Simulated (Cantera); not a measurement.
An isothermal, constant-pressure homogeneous reactor starts with N2O = 1 (molar parts), at 1098 K and 0.410 bar. Integrator tolerance rtol = 1e-08.

Cantera simulation using GRI-Mech 3.0 (53 species, 325 reactions); the numbers are that mechanism's predictions, not measurements. GRI-Mech 3.0 was tuned for natural gas; its chemistry of N2O as a main component is partial and can be far from experiment. The mechanism lacks the step 2 NO + O2 → 2 NO2, which can matter for NO2 below about 1400 K. The temperature is held fixed by assumption; the heat of reaction is taken as removed at once.

**Question.** What does this change do: pressure from 0.410 bar to 0.210 bar?

**Answer.** 
| quantity | before | after |
|---|---|---|
| x(N2O) at 10.0 s | 0.665 (gas-phase equilibrium 4.31e-9) | 0.801 (gas-phase equilibrium 3.08e-9) |
| x(NO) at 10.0 s | 0.0147 (gas-phase equilibrium 9.73e-5) | 0.00887 (gas-phase equilibrium 9.73e-5) |
| x(NO2) at 10.0 s | 8.23e-5 (gas-phase equilibrium 2.26e-6) | 2.51e-5 (gas-phase equilibrium 1.62e-6) |
| x(O2) at 10.0 s | 0.104 (gas-phase equilibrium 0.333) | 0.0618 (gas-phase equilibrium 0.333) |
| x(N2) at 10.0 s | 0.216 (gas-phase equilibrium 0.667) | 0.128 (gas-phase equilibrium 0.667) |
| x(O) at 10.0 s | 2.83e-7 (gas-phase equilibrium 2.15e-9) | 3.08e-7 (gas-phase equilibrium 3.01e-9) |

**Question.** What does this change do: temperature 1098 to 1250 K?

**Answer.** 
```csv
quantity,before,after
x(N2O) at 10.0 s,0.665 (gas-phase equilibrium 4.31e-9),0.00902 (gas-phase equilibrium 1.32e-8)
x(NO) at 10.0 s,0.0147 (gas-phase equilibrium 9.73e-5),0.0694 (gas-phase equilibrium 0.000329)
x(NO2) at 10.0 s,8.23e-5 (gas-phase equilibrium 2.26e-6),0.000394 (gas-phase equilibrium 3.54e-6)
x(O2) at 10.0 s,0.104 (gas-phase equilibrium 0.333),0.295 (gas-phase equilibrium 0.333)
x(N2) at 10.0 s,0.216 (gas-phase equilibrium 0.667),0.626 (gas-phase equilibrium 0.667)
x(O) at 10.0 s,2.83e-7 (gas-phase equilibrium 2.15e-9),2.95e-7 (gas-phase equilibrium 6.28e-8)
```
